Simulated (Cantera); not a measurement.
**Gas activation for diamond growth**

An isothermal, constant-pressure homogeneous reactor starts with CH₄ : H₂ : CO₂ = 0.015 : 1 : 0.021 (molar parts), at 1750 K and 10.00 Torr.

Model: GRI-Mech 3.0 (53 species, 325 reactions), integrated in Cantera. Radical loss at walls, strong at low pressure, is not modelled.

```csv
t (s),x CH₄,x H₂,x CO₂,x C₂H₄,x C₂H₂,x CO,x C₂H
2.00e-5,0.0145,0.965,0.0203,<1e-12,<1e-12,3.25e-10,<1e-12
5.40e-5,0.0145,0.965,0.0203,<1e-12,<1e-12,2.60e-9,<1e-12
0.000146,0.0145,0.965,0.0203,1.13e-12,<1e-12,2.12e-8,<1e-12
0.000394,0.0145,0.965,0.0203,1.87e-11,<1e-12,1.66e-7,<1e-12
0.00106,0.0145,0.965,0.0203,3.33e-10,3.58e-12,1.25e-6,<1e-12
0.00287,0.0145,0.965,0.0203,6.18e-9,1.96e-10,9.27e-6,<1e-12
0.00775,0.0144,0.965,0.0202,1.11e-7,1.21e-8,6.77e-5,<1e-12
0.0209,0.0144,0.965,0.0198,1.60e-6,7.87e-7,0.000488,1.54e-12
0.0565,0.0142,0.961,0.0170,1.00e-5,3.32e-5,0.00324,1.68e-10
0.152,0.0130,0.951,0.00686,1.96e-5,0.000499,0.0134,5.05e-9
0.412,0.00949,0.946,0.000305,1.35e-5,0.00221,0.0200,2.71e-8
1.11,0.00515,0.949,0.000116,5.78e-6,0.00431,0.0203,5.62e-8
3.00,0.00229,0.950,0.000115,3.14e-6,0.00545,0.0209,7.52e-8
```
x: mole fraction; the columns are a selection and need not sum to one.

Equilibrium at this temperature and pressure: CH₄ 3.12e-10, H₂ 0.959, CO₂ 5.41e-5, C₂H₄ <1e-12, C₂H₂ <1e-12, CO 0.0337, C₂H <1e-12 (gas phase only).
